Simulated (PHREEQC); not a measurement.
Solution (25 °C): 6.7 mmol/kgw NH3, 0.019 mmol/kgw NaAlO2 and 24 mmol/kgw Na2CO3. Closed to the air; pH follows from the charge balance.

Computed with PHREEQC (ion-association model, phreeqc.dat).

No solid was allowed to form.

Problem. What pH does the model give?

Solution. pH 11.11.

Problem. In which forms is N present?

Solution. NH3 98 %, NH4+ 1.7 % of the N.
